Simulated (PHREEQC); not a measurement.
1 kg of water holding 0.24 mol KCl, 0.18 mol NaBr, 0.00027 mol CaSO4, 0.018 mol NaCl and 0.13 mol MgBr2 is evaporated at 25 °C; the solids stay in contact with the brine. No CO2 enters from the air. Solids allowed: Arcanite, Bischofite, Bloedite, Brucite, Carnallite, Epsomite, Glaserite, Glauberite, Gypsum, Anhydrite, Halite, Hexahydrite, Kainite, Kieserite, Leonite, Mirabilite, Misenite, Polyhalite, Portlandite, Schoenite, Sylvite, Syngenite, Thenardite, MgCl2_4H2O. Others were left out.

Computed with PHREEQC (Pitzer model, pitzer.dat).

```json
[
 {"water left (kg)": "1", "ionic strength": "0.829", "water activity": "0.979", "Ca in solution (mol/kgw)": "0.000270", "S in solution (mol/kgw)": "0.000270", "Cl in solution (mol/kgw)": "0.258"},
 {"water left (kg)": "0.8219", "ionic strength": "1.01", "water activity": "0.974", "Ca in solution (mol/kgw)": "0.000329", "S in solution (mol/kgw)": "0.000329", "Cl in solution (mol/kgw)": "0.314"},
 {"water left (kg)": "0.6755", "ionic strength": "1.23", "water activity": "0.969", "Ca in solution (mol/kgw)": "0.000400", "S in solution (mol/kgw)": "0.000400", "Cl in solution (mol/kgw)": "0.382"},
 {"water left (kg)": "0.5552", "ionic strength": "1.49", "water activity": "0.961", "Ca in solution (mol/kgw)": "0.000486", "S in solution (mol/kgw)": "0.000486", "Cl in solution (mol/kgw)": "0.465"},
 {"water left (kg)": "0.4563", "ionic strength": "1.82", "water activity": "0.952", "Ca in solution (mol/kgw)": "0.000592", "S in solution (mol/kgw)": "0.000592", "Cl in solution (mol/kgw)": "0.565"},
 {"water left (kg)": "0.375", "ionic strength": "2.21", "water activity": "0.940", "Ca in solution (mol/kgw)": "0.000720", "S in solution (mol/kgw)": "0.000720", "Cl in solution (mol/kgw)": "0.688"},
 {"water left (kg)": "0.3082", "ionic strength": "2.69", "water activity": "0.925", "Ca in solution (mol/kgw)": "0.000876", "S in solution (mol/kgw)": "0.000876", "Cl in solution (mol/kgw)": "0.837"},
 {"water left (kg)": "0.2533", "ionic strength": "3.27", "water activity": "0.906", "Ca in solution (mol/kgw)": "0.00107", "S in solution (mol/kgw)": "0.00107", "Cl in solution (mol/kgw)": "1.02"},
 {"water left (kg)": "0.2082", "ionic strength": "3.98", "water activity": "0.881", "Ca in solution (mol/kgw)": "0.00130", "S in solution (mol/kgw)": "0.00130", "Cl in solution (mol/kgw)": "1.24"},
 {"water left (kg)": "0.1711", "ionic strength": "4.84", "water activity": "0.848", "Ca in solution (mol/kgw)": "0.00158", "S in solution (mol/kgw)": "0.00158", "Cl in solution (mol/kgw)": "1.51"},
 {"water left (kg)": "0.1407", "ionic strength": "5.89", "water activity": "0.806", "Ca in solution (mol/kgw)": "0.00192", "S in solution (mol/kgw)": "0.00192", "Cl in solution (mol/kgw)": "1.83"},
 {"water left (kg)": "0.1156", "ionic strength": "7.17", "water activity": "0.750", "Ca in solution (mol/kgw)": "0.00234", "S in solution (mol/kgw)": "0.00234", "Cl in solution (mol/kgw)": "2.23"}
]
```

Complexes and solids missing from the database can't appear.
